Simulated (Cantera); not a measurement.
**Carbon deposition, reforming and gasification: CH₄ + H₂O + H₂**

A closed system holds: 1 mol CH₄, 2.8 mol H₂O, 2.9 mol H₂, held at 577 °C.

Equilibrium computed with Cantera from the NASA thermochemical tables; the gas is ideal and each condensed phase is pure. Candidate condensed phases: C, C₆H₆, C₇H₈, C₈H₁₈, H₂O; 110 gas species. The ideal-gas law is rough above about 30 bar. Rates play no part.

```csv
P (Pa),log p H₂,log p H₂O,log p CH₄,log p CO,log p CO₂
10,-4.14,-4.79,-12.15,-5.16,-5.33
72,-3.28,-3.94,-9.57,-4.31,-4.48
520,-2.42,-3.08,-7.00,-3.45,-3.62
3700,-1.57,-2.22,-4.45,-2.60,-2.77
27000,-0.74,-1.27,-2.16,-1.87,-1.92
190000,0.01,-0.21,-0.72,-1.60,-1.33
1400000,0.79,0.76,0.31,-1.95,-1.50
10000000,1.64,1.62,1.17,-2.76,-2.29
```
log p: log10 of the partial pressure in bar; nothing condenses.

From 10.0 Pa to 100 bar nothing is condensed. The main C-bearing gas is CO at 10.0 Pa and CH₄ at 100 bar.
